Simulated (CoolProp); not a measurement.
Vapour pressure (MPa) of CF4 (R14): the reference equation beside estimates from Tc = 227.4 K, pc = 3.762 MPa, ω = 0.178. Clausius-Clapeyron is anchored at 175.4 K with a constant enthalpy of vaporisation of 10.09 kJ/mol.

Model: reference Helmholtz-energy equation of state, Platzer 1990, in CoolProp. This equation is an older, rougher fit; its heat capacities, sound speeds and derivatives of the liquid may be far off and weren't checked against measurements.

| T (K) | reference | Lee-Kesler | Clausius-Clapeyron | van der Waals | Redlich-Kwong |
|---|---|---|---|---|---|
| 161.2 | 0.2774 | 0.2799 | (withheld) | 0.8041 | 0.3657 |
| 165.9 | (withheld) | 0.3613 | 0.3842 | 0.9283 | 0.4620 |
| 170.7 | 0.4560 | 0.4614 | 0.4719 | 1.067 | 0.5778 |
| 175.4 | 0.5709 | 0.5778 | 0.5709 | 1.216 | 0.7097 |
| 180.1 | 0.7061 | 0.7145 | 0.6839 | 1.377 | 0.8612 |
| 184.8 | 0.8635 | 0.8733 | 0.8117 | (withheld) | 1.034 |
| 189.5 | 1.045 | 1.056 | 0.9553 | 1.738 | 1.229 |
| 194.2 | 1.254 | 1.266 | 1.115 | 1.938 | 1.447 |
| 199 | 1.498 | 1.510 | 1.297 | 2.157 | (withheld) |
| 203.7 | 1.768 | 1.781 | 1.493 | 2.386 | 1.966 |
| 208.4 | (withheld) | 2.087 | 1.707 | 2.629 | 2.263 |

**Question.** Fill in the missing entries.

**Answer.** 
- 161.2, Clausius-Clapeyron: 0.3104
- 165.9, reference: 0.3575
- 184.8, van der Waals: 1.551
- 199, Redlich-Kwong: 1.696
- 208.4, reference: 2.074

Absolute difference from the reference over all 11 rows, mean and median: Lee-Kesler 1.0 and 1.1 %, Clausius-Clapeyron 8.9 and 8.6 %, van der Waals 90.7 and 79.6 %, Redlich-Kwong 20.0 and 19.7 %.
